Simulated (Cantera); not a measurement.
A closed system holds: 1 mol BCl3, 0.21 mol H2O, equilibrated at 952 °C and 75.0 Torr.

Equilibrium computed with Cantera from the NASA thermochemical tables; the gas is ideal and each condensed phase is pure. Candidate condensed phases: B, B2O3, B3O3H3, H2O; 33 gas species. The tables' values for BOCl are old estimates; treat these amounts as uncertain. Equilibrium is a limit: real reactors are often held back by kinetics, nucleation or transport.

Base state: BCl3 0.617, HCl 0.328, B3O3Cl3 0.0546, BOCl 0.000147, Cl 4.99e-5, H2 3.11e-5 (mole fractions); condensed: gas only.

Question: What changes in the equilibrium state with this change: H2O from 0.21 to 7.8 mol?

Answer: 
```json
[
 {"species": "H2O", "before": "3.44e-7", "after": "0.673"},
 {"species": "HCl", "before": "0.328", "after": "0.322"},
 {"species": "HBO2", "before": "1.22e-6", "after": "0.00306"},
 {"species": "BCl3", "before": "0.617", "after": "<1e-9"},
 {"species": "B3O3Cl3", "before": "0.0546", "after": "<1e-9"},
 {"species": "(HBO2)3", "before": "<1e-9", "after": "0.00186"},
 {"species": "BOCl", "before": "0.000147", "after": "1.85e-7"},
 {"species": "H2", "before": "3.11e-5", "after": "3.37e-5"},
 {"species": "Cl", "before": "4.99e-5", "after": "4.71e-5"},
 {"species": "B2O3(l), mol", "before": "0", "after": "0.460"}
]
```
Gases not in the tables: H3BO3.
